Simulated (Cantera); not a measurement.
Charge: 1 mol Al2O3, 0.99 mol SiCl4, 0.59 mol O2, equilibrated at 873 K and 110 Pa.

These are equilibrium values from Cantera (NASA tables, ideal gas, pure condensed phases), not measurements of a reactor. Candidate condensed phases: Al, AlCl3, Al2O3, Al2SiO5, Al6Si2O13, Si, SiO2; 26 gas species. Condensed phases not in the tables: AlOCl, alloys, solid solutions and most ternary compounds. Kinetics and transport are ignored.

Base state: Cl2 0.704, AlCl3 0.224, SiCl4 0.0711, Cl 0.00112, Al2Cl6 4.18e-5 (mole fractions); condensed: Al2SiO5(andalusite) + SiO2(β-quartz).

**Question.** What changes in the equilibrium state with this change: pressure from 110 Pa to 1330 Pa?

**Answer.** 
| species | before | after |
|---|---|---|
| Cl2 | 0.704 | 0.710 |
| AlCl3 | 0.224 | 0.197 |
| SiCl4 | 0.0711 | 0.0927 |
| Al2Cl6 | 4.18e-5 | 0.000391 |
| Cl | 0.00112 | 0.000323 |
| Al2SiO5(andalusite), mol | 0.813 | 0.836 |
| SiO2(β-quartz), mol | 0.0582 | 0 |

**Question.** What changes in the equilibrium state with this change: O2 from 0.59 to 0.16 mol?

**Answer.** 
```
species                    before     after
------------------------  -------  --------
AlCl3                       0.224     0.532
Cl2                         0.704     0.241
SiCl4                      0.0711     0.226
Al2Cl6                    4.18e-5  0.000237
Cl                        0.00112  0.000656
Al2SiO5(andalusite), mol    0.813     0.647
SiO2(β-quartz), mol        0.0582    0.0435
```
